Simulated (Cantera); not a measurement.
A perfectly stirred reactor is fed with CO : H2 : CH4 : O2 : N2 = 1 : 0.5 : 0.67 : 2.09 : 7.86 (molar parts), at 4.93 atm; it is adiabatic with a 700 K inlet, and is followed from long to short residence time, starting on the burning branch (τ in s: 0.07, 0.027, 0.01, 0.0041, 0.0016, 0.00061, 0.00023, 9.1e-05, 3.5e-05, 1.4e-05).

Computed with Cantera and GRI-Mech 3.0 (53 species, 325 reactions).

Predict: blow-out, bracketed by the residence times tried; x(CO) at τ = 70.0 ms; x(H2) at τ = 70.0 ms; x(CH4) at τ = 70.0 ms; x(NO) at τ = 70.0 ms; x(CH3) at τ = 70.0 ms; x(CO) at τ = 0.610 ms; x(H2) at τ = 0.610 ms; x(CH4) at τ = 0.610 ms; x(NO) at τ = 0.610 ms; x(CH3) at τ = 0.610 ms.


```
Item                                                                               Value
------------------------------------------------  --------------------------------------
blow-out, bracketed by the residence times tried  burning at 14.0 µs, the shortest tried
x(CO) at τ = 70.0 ms                                                              0.0232
x(H2) at τ = 70.0 ms                                                             0.00462
x(CH4) at τ = 70.0 ms                                                            3.15e-7
x(NO) at τ = 70.0 ms                                                             0.00456
x(CH3) at τ = 70.0 ms                                                            2.04e-7
x(CO) at τ = 0.610 ms                                                             0.0308
x(H2) at τ = 0.610 ms                                                            0.00636
x(CH4) at τ = 0.610 ms                                                           2.36e-5
x(NO) at τ = 0.610 ms                                                           0.000851
x(CH3) at τ = 0.610 ms                                                           1.38e-5
```
